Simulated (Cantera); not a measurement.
A closed system holds: 1 mol Ni, 1.6 mol H2S, 89 mol H2, equilibrated at 427 °C and 75.0 Torr.

Equilibrium computed with Cantera from the NASA thermochemical tables; the gas is ideal and each condensed phase is pure. Candidate condensed phases: Ni, NiS, NiS2, Ni3S2, Ni3S4, S; 9 gas species. Kinetics and transport are ignored.

Base state: H2 0.990, H2S 0.0103 (mole fractions); condensed: Ni3S2(s).

**Question.** What changes in the equilibrium state with this change: Ni replaced by Fe?

**Answer.** 
```csv
species,before,after
H2,0.990,0.993
H2S,0.0103,0.00662
"Ni3S2(s), mol",0.333,0
"FeS(s), mol",0,1.00
```
FeS: taken at fixed stoichiometry. Further candidate phases: Fe, FeS, FeS2.
